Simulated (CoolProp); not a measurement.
Vapour-liquid equilibrium of R134a (1) + R142b (2) at 0.0293 MPa; x and y are mole fractions of (1).

The numbers come from the multi-fluid Helmholtz-energy mixture model, Tillner-Roth 1994 and Lemmon 2006; pair parameters Bell 2016 in CoolProp.

```json
[
 {"x": "0.05", "bubble temperature (°C)": "-37.6", "y at the bubble point": "0.120", "dew temperature at overall composition x (°C)": "-36.7", "liquid density (mol/L)": "12.55"},
 {"x": "0.15", "bubble temperature (°C)": "-40.2", "y at the bubble point": "0.309", "dew temperature at overall composition x (°C)": "-38.0", "liquid density (mol/L)": "12.72"},
 {"x": "0.25", "bubble temperature (°C)": "-42.2", "y at the bubble point": "0.451", "dew temperature at overall composition x (°C)": "-39.3", "liquid density (mol/L)": "12.89"},
 {"x": "0.35", "bubble temperature (°C)": "-43.9", "y at the bubble point": "0.560", "dew temperature at overall composition x (°C)": "-40.7", "liquid density (mol/L)": "13.05"},
 {"x": "0.45", "bubble temperature (°C)": "-45.3", "y at the bubble point": "0.649", "dew temperature at overall composition x (°C)": "-42.2", "liquid density (mol/L)": "13.22"},
 {"x": "0.55", "bubble temperature (°C)": "-46.5", "y at the bubble point": "0.723", "dew temperature at overall composition x (°C)": "-43.7", "liquid density (mol/L)": "13.38"},
 {"x": "0.65", "bubble temperature (°C)": "-47.5", "y at the bubble point": "0.789", "dew temperature at overall composition x (°C)": "-45.3", "liquid density (mol/L)": "13.55"},
 {"x": "0.75", "bubble temperature (°C)": "-48.3", "y at the bubble point": "0.849", "dew temperature at overall composition x (°C)": "-46.9", "liquid density (mol/L)": "13.72"},
 {"x": "0.85", "bubble temperature (°C)": "-49.1", "y at the bubble point": "0.908", "dew temperature at overall composition x (°C)": "-48.4", "liquid density (mol/L)": "13.90"},
 {"x": "0.95", "bubble temperature (°C)": "-49.8", "y at the bubble point": "0.968", "dew temperature at overall composition x (°C)": "-49.6", "liquid density (mol/L)": "14.08"}
]
```

No azeotrope shows between x = 0.05 and 0.95.

Pair parameters are fitted to limited data, so mixtures are less certain than the pure fluids.
